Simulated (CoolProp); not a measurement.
Hydrogen sulfide along the isobar 12000 kPa: Z from the reference equation and from simpler models built on Tc = 373.1 K, pc = 8999 kPa, ω = 0.101; each cubic takes its own stable root.

Model: reference Helmholtz-energy equation of state, Lemmon 2006, in CoolProp. It is a short technical equation, of lower accuracy than the large ones.

```json
[
 {"T (K)": "281.2", "phase": "liquid", "reference": "0.2091"},
 {"T (K)": "301.2", "phase": "liquid", "reference": "0.2057"},
 {"T (K)": "321.3", "phase": "liquid", "reference": "0.2052"},
 {"T (K)": "341.3", "phase": "liquid", "reference": "0.2090"},
 {"T (K)": "361.3", "phase": "liquid", "reference": "0.2208"},
 {"T (K)": "381.3", "phase": "supercritical", "reference": "0.2609"},
 {"T (K)": "401.3", "phase": "supercritical", "reference": "0.4765"},
 {"T (K)": "421.4", "phase": "supercritical", "reference": "0.6182"},
 {"T (K)": "441.4", "phase": "supercritical", "reference": "0.6998"},
 {"T (K)": "461.4", "phase": "supercritical", "reference": "0.7563"},
 {"T (K)": "481.4", "phase": "supercritical", "reference": "0.7987"},
 {"T (K)": "501.4", "phase": "supercritical", "reference": "0.8318"}
]
```

Problem. How far does each simpler model (van der Waals, Soave-Redlich-Kwong, Peng-Robinson) lie from the reference over these 12 states: mean and median of the absolute difference, and the worst?

Solution. 
- van der Waals: mean 24.1 %, median 19.1 %, worst +47.9 % at 281.2 K and 12000 kPa
- Soave-Redlich-Kwong: mean 5.1 %, median 4.3 %, worst +15.6 % at 381.3 K and 12000 kPa
- Peng-Robinson: mean 3.9 %, median 3.1 %, worst -8.0 % at 281.2 K and 12000 kPa
